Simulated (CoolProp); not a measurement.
Saturation properties of C2F6 (R116).

The numbers come from the reference Helmholtz-energy equation of state, Lemmon 2006 in CoolProp. It is a short technical equation, of lower accuracy than the large ones.

```tsv
T (°C)	p (kPa)	surface tension (mN/m)	liquid viscosity (µPa s)	vapour viscosity (µPa s)	liquid conductivity (mW/(m K))
-49.45	378.4	7.25	[?]	10.4	64.8
-44.75	453.5	6.65	239	10.6	62.9
-40.05	539.3	6.06	221	10.8	61.0
-35.25	638.9	5.47	204	11.1	59.1
-30.55	749.0	4.90	188	11.3	57.3
-25.85	872.7	[?]	174	11.6	55.4
-21.05	1014	3.79	160	11.9	53.4
-16.35	1168	3.26	[?]	12.3	51.5
-11.55	1343	2.73	134	[?]	[?]
-6.85	[?]	[?]	[?]	13.2	47.4
```

Problem. Fill in the missing entries.

Solution. 
- -49.45, liquid viscosity (µPa s): 258
- -25.85, surface tension (mN/m): 4.34
- -16.35, liquid viscosity (µPa s): 146
- -11.55, vapour viscosity (µPa s): 12.7
- -11.55, liquid conductivity (mW/(m K)): 49.4
- -6.85, p (kPa): 1532
- -6.85, surface tension (mN/m): 2.23
- -6.85, liquid viscosity (µPa s): 122

It boils at -78.1 °C under 1 atm.

Viscosity comes from a separate model (Huber 2003), an estimate that may be off by 10 % or more. Thermal conductivity comes from a separate model (Huber 2003), an estimate that may be off by 10 % or more. Surface tension comes from a separate correlation (Mulero 2012).
